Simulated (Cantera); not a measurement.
Cantera run, input and output.

```python
import numpy as np
import cantera as ct

gas = ct.Solution("gri30.yaml")
gas.TPX = 1073, 100000, {'H2': 0.84, 'O2': 1, 'N2': 4.3, 'H2O': 0.025}
inlet = ct.Reservoir(gas, clone=True)

reactor = ct.IdealGasConstPressureReactor(gas, energy="off", clone=False)
exhaust = ct.Reservoir(gas, clone=True)
tau = [1.9, 0.7, 0.26, 0.095, 0.035, 0.013, 0.0047, 0.0017][0]
for a, b in ((inlet, reactor), (reactor, exhaust)):
    ct.MassFlowController(a, b, mdot=lambda t: reactor.mass / tau)
net = ct.ReactorNet([reactor])
show = ['H2', 'O2', 'O', 'NO2', 'H2O', 'H2O2', 'OH']

rows = []
print(f"{'tau/s':>10s}{'T/K':>9s}" + "".join(f"{s:>11s}" for s in show))
for tau in [1.9, 0.7, 0.26, 0.095, 0.035, 0.013, 0.0047, 0.0017]:
    net.initial_time = 0.0
    net.advance(30 * tau)
    before = gas.X
    net.advance(40 * tau)
    drift = np.max(np.abs(gas.X - before) / (gas.X + 1e-9))
    rows.append([gas.T, *gas[show].X, drift])
    print(f"{tau:10.3e}{gas.T:9.1f}" + "".join(f"{x:11.3e}" for x in gas[show].X))
```

It prints:

```
     tau/s      T/K         H2         O2          O        NO2        H2O       H2O2         OH
 1.900e+00   1073.0  1.090e-03  1.014e-01  1.483e-06  1.182e-08  1.494e-01  8.203e-06  3.792e-06
 7.000e-01   1073.0  2.026e-03  1.018e-01  2.943e-06  6.111e-09  1.484e-01  1.776e-05  5.404e-06
 2.600e-01   1073.0  3.597e-03  1.025e-01  5.543e-06  3.018e-09  1.466e-01  3.249e-05  7.989e-06
 9.500e-02   1073.0  5.847e-03  1.035e-01  1.065e-05  1.699e-09  1.442e-01  4.610e-05  1.313e-05
 3.500e-02   1073.0  8.181e-03  1.045e-01  2.196e-05  1.236e-09  1.417e-01  4.512e-05  2.498e-05
 1.300e-02   1073.0  1.040e-02  1.055e-01  4.764e-05  1.053e-09  1.393e-01  3.218e-05  5.210e-05
 4.700e-03   1073.0  1.349e-02  1.069e-01  1.028e-04  9.119e-10  1.359e-01  2.034e-05  1.085e-04
 1.700e-03   1073.0  1.844e-02  1.090e-01  2.080e-04  7.574e-10  1.304e-01  1.344e-05  2.110e-04
```

Detailed kinetics in Cantera: GRI-Mech 3.0 (53 species, 325 reactions). The temperature is held fixed by assumption; the heat of reaction is taken as removed at once.
